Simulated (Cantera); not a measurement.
Input: 1 mol AlI₃, 3.8 mol H₂O, 5.3 mol H₂, at 6.50 mbar.

These are equilibrium values from Cantera (NASA tables, ideal gas, pure condensed phases), not measurements of a reactor. Candidate condensed phases: Al, AlI₃, Al₂O₃, H₂O, I₂; 25 gas species. Kinetics and transport are ignored. All values below are at 1802 °C.

Base state: H₂ 0.542, I 0.239, H₂O 0.187, H 0.0243, HI 0.00707, OH 0.000960, O 3.09e-5 (mole fractions); condensed: Al₂O₃(s).

Task: What changes in the equilibrium state with this change: pressure from 6.50 mbar to 29.0 Pa?

Result: 
```
species          before     after
-------------  --------  --------
H₂                0.542     0.479
I                 0.239     0.233
H₂O               0.187     0.174
H                0.0243     0.108
AlO₂H           4.33e-6   1.98e-5
O₂              4.57e-6  0.000113
O               3.09e-5  0.000728
HI              0.00707   0.00137
OH             0.000960   0.00449
Al₂O₃(s), mol     0.500     0.500
```
The tables' values for AlOH are old estimates; treat these amounts as uncertain.
